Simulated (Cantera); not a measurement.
A freely propagating, adiabatic, planar premixed flame of CH₄ : CO : O₂ : N₂ : CO₂ = 1 : 0.15 : 2.31 : 6.69 : 0.22 (molar parts), equivalence ratio 0.90, unburnt at 600 K and 143 Torr; mixture-averaged transport, grid criteria slope 0.08 and curve 0.16, no radiation.

Cantera simulation using GRI-Mech 3.0 (53 species, 325 reactions); the numbers are that mechanism's predictions, not measurements. Burning velocities carry a grid error of a few per cent, more on coarse grids.

**Question.** What does this change do: inlet temperature 600 to 425 K?

**Answer.** 
| quantity | before | after |
|---|---|---|
| laminar burning velocity | 213 cm/s | 121 cm/s |
| thermal thickness | 1.23 mm | 1.35 mm |
| peak x(HCN) | 1.82e-6 | 1.38e-6 |
| peak x(O) | 0.0110 | 0.00952 |
| peak x(CH₂) | 6.91e-5 | 5.35e-5 |

**Question.** What does this change do: inlet temperature 600 to 675 K?

**Answer.** 
| quantity | before | after |
|---|---|---|
| laminar burning velocity | 213 cm/s | 263 cm/s |
| thermal thickness | 1.23 mm | 1.19 mm |
| peak x(HCN) | 1.82e-6 | 2.05e-6 |
| peak x(O) | 0.0110 | 0.0117 |
| peak x(CH₂) | 6.91e-5 | 7.70e-5 |
